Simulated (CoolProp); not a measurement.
Values from CoolProp's reference Helmholtz-energy equation of state, Rui 2013.

Q: For R236EA, give the phase and the Z, expansivity (1/kK), conductivity (mW/(m K)) at -25.15 °C and 0.263 MPa.

A: 
- -25.15 °C and 0.263 MPa: liquid; Z 0.0123, expansivity 1.76, conductivity 99.8

Thermal conductivity comes from a separate model (Huber 2003), an estimate that may be off by 10 % or more.
